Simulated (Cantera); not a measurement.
A closed system holds: 1 mol Cu, 8.1 mol HF, at 27.0 Pa.

Method: chemical equilibrium by Gibbs-energy minimisation in Cantera with the NASA 1993 tables (ideal gas, pure condensed phases). Candidate condensed phases: Cu, CuF₂; 15 gas species. Equilibrium is a limit: real reactors are often held back by kinetics, nucleation or transport. All values below are at 1200 K.

Base state: HF 0.999, CuF 0.000386, H₂ 0.000193, Cu 4.55e-5 (mole fractions); condensed: Cu(s).

### Question
What changes in the equilibrium state with this change: 0.9 mol CH₄ added?

### Answer
```
species             before    after
----------------  --------  -------
HF                   0.999    0.818
H₂                0.000193    0.182
Cu                 4.55e-5  4.55e-5
CuF               0.000386  1.03e-5
Cu(s), mol           0.997    0.999
C(graphite), mol         0    0.900
```
Further candidate phases: C, C₆H₆, C₇H₈, C₈H₁₈.
